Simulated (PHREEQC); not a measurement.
Consider water at 20 °C with 0.012 mmol/kgw KOH, 0.00058 mmol/kgw K2SiO3 and 0.53 mmol/kgw Na2CO3. Closed to the air; pH follows from the charge balance.

Computed with PHREEQC (ion-association model, phreeqc.dat).

Precipitation was switched off in this run.

Q: Order these Si species by the share of Si that they hold, largest first: H2SiO4-2, H4SiO4, H3SiO4-.

A: H3SiO4- (80 %), H4SiO4 (20 %), H2SiO4-2 (0.14 %)

Q: Order these C species by the share of C that they hold, largest first: NaCO3-, HCO3-, CO3-2.

A: CO3-2 (59 %), HCO3- (40 %), NaCO3- (0.77 %)

The pH is 10.50 and the ionic strength 0.00138 mol/kgw.
